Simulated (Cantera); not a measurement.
An isothermal, constant-pressure homogeneous reactor starts with 89.3 % NO, 10.7 % N₂, at 1600 K and 9.75 Torr.

Detailed kinetics in Cantera: GRI-Mech 3.0 (53 species, 325 reactions). Radical loss at walls, strong at low pressure, is not modelled.

### Question
Predict: x(NO) at 300 s; x(N₂O) at 300 s; x(NO₂) at 300 s; x(O₂) at 300 s; x(N₂) at 300 s; x(O) at 300 s.

### Answer
```
Item                                                Value
---------------  ----------------------------------------
x(NO) at 300 s      0.718 (gas-phase equilibrium 0.00237)
x(N₂O) at 300 s  0.000146 (gas-phase equilibrium 1.35e-8)
x(NO₂) at 300 s  0.000197 (gas-phase equilibrium 1.58e-6)
x(O₂) at 300 s       0.0873 (gas-phase equilibrium 0.445)
x(N₂) at 300 s        0.194 (gas-phase equilibrium 0.552)
x(O) at 300 s     4.27e-5 (gas-phase equilibrium 8.54e-5)
```
